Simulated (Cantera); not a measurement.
Feed: 1 mol Fe(CO)5, 10 mol N2, held at 39.0 Torr.

Equilibrium computed with Cantera from the NASA thermochemical tables; the gas is ideal and each condensed phase is pure. Candidate condensed phases: C, Fe, Fe(CO)5, FeO, Fe2O3, Fe3O4; 27 gas species. Condensed phases not in the tables: cementite and carbon dissolved in iron. The numbers say what is thermodynamically allowed, not how fast it happens.

log p: log10 of the partial pressure in bar; n: condensed amount in mol.

```json
[
 {"T (K)": "925", "log p N2": "-1.45", "log p CO": "-1.79", "log p CO2": "-3.11", "log p Fe": "<-13", "n C(graphite)": "0.220", "n Fe(α)": "1.00", "n Fe(γ)": "0"},
 {"T (K)": "975", "log p N2": "-1.46", "log p CO": "-1.77", "log p CO2": "-3.56", "log p Fe": "<-13", "n C(graphite)": "0.0785", "n Fe(α)": "1.00", "n Fe(γ)": "0"},
 {"T (K)": "1025", "log p N2": "-1.46", "log p CO": "-1.77", "log p CO2": "-3.99", "log p Fe": "<-13", "n C(graphite)": "0.0292", "n Fe(α)": "1.00", "n Fe(γ)": "0"},
 {"T (K)": "1075", "log p N2": "-1.46", "log p CO": "-1.76", "log p CO2": "-4.39", "log p Fe": "-12.35", "n C(graphite)": "0.0117", "n Fe(α)": "1.00", "n Fe(γ)": "0"},
 {"T (K)": "1125", "log p N2": "-1.46", "log p CO": "-1.76", "log p CO2": "-4.76", "log p Fe": "-11.47", "n C(graphite)": "0.00505", "n Fe(α)": "1.00", "n Fe(γ)": "0"},
 {"T (K)": "1175", "log p N2": "-1.46", "log p CO": "-1.76", "log p CO2": "-5.09", "log p Fe": "-10.68", "n C(graphite)": "0.00234", "n Fe(α)": "1.00", "n Fe(γ)": "0"},
 {"T (K)": "1225", "log p N2": "-1.46", "log p CO": "-1.76", "log p CO2": "___", "log p Fe": "___", "n C(graphite)": "___", "n Fe(α)": "0", "n Fe(γ)": "1.00"},
 {"T (K)": "1275", "log p N2": "-1.46", "log p CO": "-1.76", "log p CO2": "-5.68", "log p Fe": "-9.28", "n C(graphite)": "0.000607", "n Fe(α)": "0", "n Fe(γ)": "1.00"},
 {"T (K)": "1325", "log p N2": "-1.46", "log p CO": "-1.76", "log p CO2": "___", "log p Fe": "___", "n C(graphite)": "0", "n Fe(α)": "0", "n Fe(γ)": "1.000"},
 {"T (K)": "1375", "log p N2": "-1.46", "log p CO": "-1.76", "log p CO2": "-6.17", "log p Fe": "-8.09", "n C(graphite)": "0", "n Fe(α)": "0", "n Fe(γ)": "1.000"}
]
```

### Question
Some entries are withheld; supply them.

### Answer

- 1325, log p CO2: -5.94
- 1325, log p Fe: -8.66
- 1225, log p CO2: -5.40
- 1225, log p Fe: -9.95
- 1225, n C(graphite): 0.00116
